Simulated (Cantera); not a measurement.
Cantera run:

```python
import numpy as np
import cantera as ct

gas_names = """
    Fe FeO Fe(OH)2 H HO2 H2 H2O H2O2 H2S H2SO4 O OH O2 O3 S SH SO SO2 SO3 S2 S2O S8
""".split()
cond_names = """
    Fe(a) Fe(c) Fe(d) Fe(L) FeO(s) FeO(L) Fe(OH)2(s) Fe(OH)3(s) FeS(a) FeS(b) FeS(c) FeS(L) FeSO4(s)
    FeS2(s) Fe2O3(s) Fe2S3O12(s) Fe3O4(s) H2O(s) H2O(L) H2SO4(L) S(cr1) S(cr2) S(L)
""".split()


# ... load() reads the species with a 1 bar reference pressure and builds the phases ...
atoms = {
    'FeS2': {'Fe': 1, 'S': 2},
    'H2': {'H': 2},
    'H2O': {'H': 2, 'O': 1},
}
top_T = {'FeSO4(s)': 950, 'FeS2(s)': 1010, 'Fe2O3(s)': 1830, 'Fe2S3O12(s)': 1100, 'Fe3O4(s)': 1870}  # K; cautious upper limits of use, not melting points


# ... equilibrate(T, P, feed) seeds the gas with the atoms and calls Mixture.equilibrate('TP', solver="vcs", rtol=1e-11, max_steps=5000) ...
results = []
feed = {'FeS2': 1, 'H2': 41, 'H2O': 3.5}  # mol
P = 27  # Pa
for T in [923, 1123, 1323, 1523, 1723, 1923, 2123]:
    mix = equilibrate(T, P, feed)
    results.append((T, P, feed, dict(zip(mix.species_names, mix.species_moles))))

top = {s: max(r[3][s] / sum(r[3][g] for g in gas_names) for r in results) for s in gas_names}
cols = sorted((s for s in top if top[s] > 0.0001), key=lambda s: -top[s])[:7]
seen = [c for c in cond_names if any(r[3].get(c, 0) > 1e-12 for r in results)]
print("log10 of partial pressures in bar; condensed amounts in mol")
print(f"{'T/K':>10s}" + "".join(f"{s[:9]:>10s}" for s in cols + seen))
for T, P, feed, n in results:
    ng = sum(n[g] for g in gas_names)
    print(f"{T:10.4g}" + "".join(f"{np.log10(max(n[s] / ng * P / 1e5, 1e-99)):10.3f}" for s in cols)
          + "".join(f"{n.get(c, 0):10.4g}" for c in seen))
```

Output:

```
log10 of partial pressures in bar; condensed amounts in mol
       T/K        H2         H       H2O       H2S        Fe         S        S2     Fe(c)    FeS(c)
       923    -3.615   -11.419    -4.673    -5.218   -17.251   -13.228    -8.254         0         1
      1123    -3.614    -9.178    -4.673    -5.263   -12.433   -10.190    -6.533         0         1
      1323    -3.612    -7.606    -4.676    -5.541    -8.855    -8.313    -5.823         0    0.9998
      1523    -3.617    -6.445    -4.686    -5.770    -6.615    -6.942    -5.331    0.9591         0
      1723    -3.630    -5.554    -4.712    -6.168    -5.239    -6.101    -5.379         0         0
      1923    -3.650    -4.851    -4.755    -6.589    -5.252    -5.530    -5.609         0         0
      2123    -3.721    -4.305    -4.831    -7.182    -5.286    -5.263    -6.190         0         0
```

Method: chemical equilibrium by Gibbs-energy minimisation in Cantera with the NASA 1993 tables (ideal gas, pure condensed phases). FeS: taken at fixed stoichiometry. Gases not in the tables: S3 to S7.
